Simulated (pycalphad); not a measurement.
# Invariant reactions of Sn-Zr

Computed with pycalphad from the COST 507 light-alloy database (1999), at 1 atm. The data set is of 1999 and partly superseded.

| type | reaction on cooling | T (K) | Zr in phase 1 (at.%) | Zr in phase 2 (at.%) | Zr in phase 3 (at.%) |
|---|---|---|---|---|---|
| eutectic | LIQUID → SN3ZR5 + BCC_A2 | 1868.5 | 62.5 | 82.9 | 84.4 |
| peritectoid | SN3ZR5 + BCC_A2 → SNZR4 | 1595.5 | 62.5 | 80.0 | 89.1 |
| peritectic | LIQUID + SN3ZR5 → SN2ZR | 1433.3 | 19.0 | 33.3 | 62.5 |
| peritectoid | SNZR4 + BCC_A2 → HCP_A3 | 1254.0 | 80.0 | 94.1 | 96.9 |
| eutectic | LIQUID → BCT_A5 + SN2ZR | 502.0 | none | 0.56 | 33.3 |

Phases 1 to 3 are ordered by rising Zr content. The map covers 500 K to 2000 K; reactions that its mapper missed or could not classify are not listed.

Database names, with the compositions (at.%) that they take in these runs: SN3ZR5: Zr 62 Sn 38; SNZR4: Zr 80 Sn 20; SN2ZR: Sn 67 Zr 33. BCC_A2 is bcc; HCP_A3 is hcp; BCT_A5 is bct (Sn). An entry "none" or "no" means that the model of the phase leaves that element out.
